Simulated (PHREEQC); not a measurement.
NaOH is added in steps, without added water, to 1 kg of water holding 2.9 mmol/kgw CdSO4 and 42 mmol/kgw MnSO4, at 20 °C. The system is closed to oxygen. No CO2 enters from the air. The run lets Pyrochroite, Cd(OH)2, Mirabilite precipitate or redissolve, and no other solid.

Base run: PHREEQC, ion-association model, wateq4f.dat. Each further column changes one thing. The table gives pH.

| NaOH added (mol) | base | all activity coefficients set to 1 | Davies equation for every ion | metal-ligand complexes left out |
|---|---|---|---|---|
| 0 | 6.47 | 6.46 | 6.49 | 6.42 |
| 0.01188 | 8.63 | 8.59 | 8.64 | 8.54 |
| 0.02375 | 8.67 | 8.65 | 8.68 | 8.58 |
| 0.03562 | 8.71 | 8.71 | 8.72 | 8.62 |
| 0.0475 | 8.77 | 8.79 | 8.78 | 8.67 |
| 0.05937 | 8.85 | 8.88 | 8.86 | 8.74 |
| 0.07125 | 8.96 | 9.00 | 8.97 | 8.84 |
| 0.08313 | 9.19 | 9.24 | 9.20 | 9.06 |
| 0.095 | 11.76 | 11.89 | 11.77 | 11.75 |
